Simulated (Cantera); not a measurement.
A closed system holds: 1 mol MgCO3, 7.4 mol H2, 0.73 mol H2O, equilibrated at 2075 K and 100 Torr.

Equilibrium computed with Cantera from the NASA thermochemical tables; the gas is ideal and each condensed phase is pure. Candidate condensed phases: C, C6H6, C7H8, C8H18, H2O, Mg, MgCO3, MgO, Mg(OH)2; 116 gas species. Rates play no part.

Base state: H2 0.699, H2O 0.184, CO 0.103, H 0.00610, CO2 0.00561, Mg 0.00122, OH 0.000183, MgOH 5.51e-5 (mole fractions); condensed: MgO(s).

**Question.** What changes in the equilibrium state with this change: H2 from 7.4 to 0.36 mol?

**Answer.** 
| species | before | after |
|---|---|---|
| H2O | 0.184 | 0.480 |
| CO2 | 0.00561 | 0.343 |
| CO | 0.103 | 0.134 |
| H2 | 0.699 | 0.0386 |
| Mg(OH)2 | 1.29e-5 | 3.36e-5 |
| O2 | 1.29e-7 | 0.000287 |
| Mg | 0.00122 | 2.58e-5 |
| O | 1.15e-6 | 5.41e-5 |
| MgO(s), mol | 0.988 | 1.000 |

**Question.** What changes in the equilibrium state with this change: H2O from 0.73 to 0.13 mol?

**Answer.** 
```tsv
species	before	after
H2	0.699	0.746
H2O	0.184	0.129
CO	0.103	0.113
Mg	0.00122	0.00184
OH	0.000183	0.000125
Mg(OH)2	1.29e-5	9.07e-6
MgO(s), mol	0.988	0.984
```

**Question.** What changes in the equilibrium state with this change: H2O from 0.73 to 2.1 mol?

**Answer.** 
```csv
species,before,after
H2,0.699,0.612
H2O,0.184,0.286
CO,0.103,0.0865
Mg,0.00122,0.000685
OH,0.000183,0.000305
Mg(OH)2,1.29e-5,2.00e-5
"MgO(s), mol",0.988,0.992
```
